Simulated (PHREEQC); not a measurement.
# Spent oxide etchant

Consider water at 25 °C with 0.078 mol HF, 9e-05 mol (NH4)2SiF6 and 0.0011 mol H3PO4 per kg of water. Closed to the air; pH follows from the charge balance.

The numbers come from PHREEQC with the ion-association model, phreeqc.dat.

Precipitation was switched off in this run.

**Question.** Estimate the pH, ionic strength.

**Answer.** pH 2.10; ionic strength 0.00887 mol/kgw.

**Question.** In which forms is P present?

**Answer.** H3PO4 51 %, H2PO4- 49 % of the P.

Species that the database lacks are ignored. SiF6-2 is the database's only silicon fluoride.
